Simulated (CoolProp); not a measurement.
Vapour-liquid equilibrium of R245fa (1) + isopentane (2) at 391.3 K; x and y are mole fractions of (1).

Values from CoolProp's multi-fluid Helmholtz-energy mixture model, Akasaka 2015 and Lemmon 2006; pair parameters Bell 2016.

```csv
x,bubble pressure (MPa),y at the bubble point,dew pressure at overall composition x (MPa),liquid density (mol/L)
0.05,1.200,0.136,(withheld),6.921
0.2,1.566,0.377,1.283,(withheld)
0.35,1.815,0.509,1.518,(withheld)
0.5,1.973,0.603,1.797,6.660
0.65,(withheld),0.687,2.031,6.704
0.8,2.070,0.783,2.063,6.926
0.95,(withheld),0.926,1.922,(withheld)
```

Q: Fill in the missing entries.

A: 
- 0.05, dew pressure at overall composition x (MPa): 1.100
- 0.2, liquid density (mol/L): 6.820
- 0.35, liquid density (mol/L): 6.721
- 0.65, bubble pressure (MPa): 2.060
- 0.95, bubble pressure (MPa): 1.951
- 0.95, liquid density (mol/L): 7.347

y crosses x between x = 0.65 and 0.8: the model has an azeotrope there.

Pair parameters are fitted to limited data, so mixtures are less certain than the pure fluids.
